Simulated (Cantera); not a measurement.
A freely propagating, adiabatic, planar premixed flame of H2 : O2 : N2 = 1 : 0.417 : 1.57 (molar parts), equivalence ratio 1.2, unburnt at 723 K and 1.90 bar; mixture-averaged transport, grid criteria slope 0.08 and curve 0.16, no radiation.

Computed with Cantera and the H2/O2 subset of GRI-Mech 3.0, which has no nitrogen chemistry. Burning velocities carry a grid error of a few per cent, more on coarse grids.

x: mole fraction of selected species; z is measured from the peak of heat release.

| z (mm) | T (K) | u (m/s) | x H2 | x O2 | x H | x O | x HO2 | x OH |
|---|---|---|---|---|---|---|---|---|
| -0.666 | 723 | 12.1 | 0.335 | 0.140 | <1e-8 | <1e-8 | <1e-8 | <1e-8 |
| -0.444 | 723 | 12.1 | 0.335 | 0.140 | <1e-8 | <1e-8 | <1e-8 | <1e-8 |
| -0.333 | 723 | 12.1 | 0.335 | 0.140 | <1e-8 | <1e-8 | <1e-8 | <1e-8 |
| -0.222 | 723 | 12.1 | 0.335 | 0.140 | 1.51e-7 | <1e-8 | … | <1e-8 |
| -0.111 | 734 | 12.3 | 0.332 | 0.140 | 0.000230 | 9.58e-6 | … | 3.99e-5 |
| -0.0555 | 902 | 14.8 | 0.303 | 0.135 | 0.00676 | 0.000434 | … | 0.000823 |
| 0 | 1341 | 21.3 | 0.192 | 0.0928 | 0.0439 | 0.00594 | … | 0.00472 |
| 0.0555 | 1671 | 26.1 | 0.0974 | 0.0350 | 0.0709 | 0.0112 | … | 0.0119 |
| 0.111 | 1827 | 28.3 | 0.0780 | 0.0192 | 0.0683 | 0.0114 | … | 0.0156 |
| 0.222 | 1991 | 30.5 | 0.0763 | 0.0140 | 0.0554 | 0.00964 | … | 0.0179 |
| 0.444 | 2156 | 32.6 | 0.0763 | 0.0107 | 0.0416 | 0.00721 | … | 0.0187 |
| 0.888 | 2315 | 34.6 | 0.0745 | 0.00756 | 0.0292 | 0.00477 | … | 0.0178 |
| 1.78 | 2450 | 36.2 | 0.0716 | 0.00481 | 0.0196 | 0.00281 | … | 0.0154 |

Q: Complete the blanks.

A: 
- -0.222, x HO2: 9.33e-7
- -0.111, x HO2: 0.000246
- -0.0555, x HO2: 0.000276
- 0, x HO2: 0.000131
- 0.0555, x HO2: 4.64e-5
- 0.111, x HO2: 2.32e-5
- 0.222, x HO2: 1.45e-5
- 0.444, x HO2: 9.52e-6
- 0.888, x HO2: 5.86e-6
- 1.78, x HO2: 3.45e-6
